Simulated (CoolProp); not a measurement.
Vapour-liquid equilibrium of R152A (1) + methanol (2) at 26.25 °C; x and y are mole fractions of (1).

Computed with CoolProp (multi-fluid Helmholtz-energy mixture model, Outcalt 1996 and de Reuck 1993; pair parameters Bell 2016).

```
x     bubble pressure (kPa)  y at the bubble point  dew pressure at overall composition x (kPa)  liquid density (mol/L)
----  ---------------------  ---------------------  -------------------------------------------  ----------------------
0.05                  138.4                  0.869                                        19.08                   23.79
0.2                   304.3                  0.942                                        22.62                   21.80
0.35                  362.0                  0.952                                        27.81                   19.98
0.5                   401.3                  0.959                                        36.13                   18.33
0.65                  447.4                  0.968                                        51.60                   16.80
0.8                   508.4                  0.979                                        90.34                   15.37
0.95                  587.7                  0.994                                        348.0                   14.01
```

No azeotrope shows between x = 0.05 and 0.95.

The pair parameters rest on a limited set of measurements; away from them the model extrapolates. With so large a gap from Raoult's law the liquid may split in two, which this calculation doesn't test in full.
